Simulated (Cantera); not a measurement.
## Silicon epitaxy and polysilicon growth: SiH2Cl2 + HCl + N2

Input: 1 mol SiH2Cl2, 0.058 mol HCl, 170 mol N2, at 1.33 mbar.

Cantera equilibrium calculation (NASA polynomials, part measured and part estimated; ideal gas, pure solids and liquids). Candidate condensed phases: NH4Cl, Si, Si3N4; 28 gas species. N2 is the only nitrogen source here; it is nearly inert below about 1500 K, so the nitride shown seldom forms there in practice. The tables' values for SiCl, SiCl3, SiN are old estimates; treat these amounts as uncertain. Rates play no part.

```csv
T (K),log p N2,log p HCl,log p SiCl2,log p H2,log p Si,log p SiCl4,n Si3N4(s)
873,-2.88,-4.88,-10.97,-5.85,<-14,-6.15,0.303
973,-2.88,-4.87,-9.25,-5.91,<-14,-6.21,0.307
1073,-2.88,-4.86,-7.87,-5.95,<-14,-6.27,0.309
1173,-2.88,-4.86,-6.77,-5.95,<-14,-6.39,0.305
1273,-2.88,-4.88,-6.02,-5.83,-13.24,-6.84,0.280
1373,-2.88,-4.96,-5.63,-5.59,-11.17,-7.72,0.227
1473,-2.88,-5.10,-5.41,-5.40,-9.38,-8.72,0.165
1573,-2.88,-5.27,-5.28,-5.28,-7.83,-9.71,0.108
1673,-2.88,-5.45,-5.22,-5.22,-6.46,-10.66,0.0503
1773,-2.88,-5.43,-5.24,-5.24,-5.80,-11.11,0
```
log p: log10 of the partial pressure in bar; n: condensed amount in mol.

From 873 K to 1673 K the condensed part is Si3N4(s). At 1773 K nothing is condensed. The main Si-bearing gas is SiCl4 at 873 K and SiCl2 at 1773 K. The share of Si in condensed phases is highest at 1073 K (92.6 %) and lowest at 1773 K (0.0 %).
